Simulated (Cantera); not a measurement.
**Thermodynamics of sublimation and decomposition of ceramics, feed BN + H2**

Feed: 1 mol BN, 0.17 mol H2, at 0.380 bar.

Equilibrium computed with Cantera from the NASA thermochemical tables; the gas is ideal and each condensed phase is pure. Candidate condensed phases: B, BN; 28 gas species. Ions and electrons are included (thermal ionisation). Mutual solubility and eutectic melting of coexisting phases are not modelled. The tables' values for BH2 are old estimates; treat these amounts as uncertain. Gases not in the tables: B2H6 and higher boranes. Rates play no part.

```tsv
T (K)	x H2	x N2	x B	x H	x N	x BN	n BN(s)	n B(s)	n B(l)
2000	0.997	0.000310	3.51e-7	0.00263	2.58e-11	4.17e-9	1.000	0	0
2250	0.978	0.00851	1.41e-5	0.0119	3.34e-9	4.90e-7	0.997	0.00265	0
2500	0.796	0.164	0.000228	0.0364	1.92e-7	2.18e-5	0.932	0	0.0674
2750	0.219	0.725	0.00201	0.0519	3.32e-6	0.000275	0	0	0.997
3000	0.180	0.695	0.0122	0.109	1.88e-5	0.00119	0	0	0.988
3250	0.122	0.633	0.0554	0.182	7.97e-5	0.00394	0	0	0.950
3500	0.0559	0.501	0.202	0.227	0.000254	0.0101	0	0	0.785
3750	0.0103	0.270	0.533	0.165	0.000566	0.0160	0	0	0
4000	0.00466	0.268	0.534	0.176	0.00149	0.0134	0	0	0
4250	0.00216	0.266	0.534	0.181	0.00351	0.0115	0	0	0
4500	0.00106	0.264	0.533	0.183	0.00750	0.00994	0	0	0
4750	0.000554	0.259	0.532	0.183	0.0148	0.00870	0	0	0
5000	0.000305	0.252	0.529	0.182	0.0270	0.00763	0	0	0
```
x: gas mole fraction; n: condensed amount in mol.

At 2000 K the condensed part is BN(s). At 2250 K the condensed part is B(s) + BN(s). At 2500 K the condensed part is B(l) + BN(s). From 2750 K to 3500 K the condensed part is B(l). From 3750 K to 5000 K nothing is condensed.
